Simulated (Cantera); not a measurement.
## Silicon etching in halogen gases: Si + Cl2 + H2

Input: 1 mol Si, 1.3 mol Cl2, 66 mol H2, held at 823 K and 48.0 Pa.

Cantera equilibrium calculation (NASA polynomials, part measured and part estimated; ideal gas, pure solids and liquids). Candidate condensed phases: Si; 19 gas species. The tables' values for SiCl3 are old estimates; treat these amounts as uncertain. Rates play no part.

```
Item            Value
----------  ---------
x(H2)           0.985
x(SiCl4)      0.00705
x(HCl)        0.00669
x(SiHCl3)     0.00125
x(SiCl3)      6.26e-5
x(SiCl2)      5.00e-5
x(SiH2Cl2)    1.87e-5
n(Si(s))    0.437 mol
gas amount  66.74 mol
```
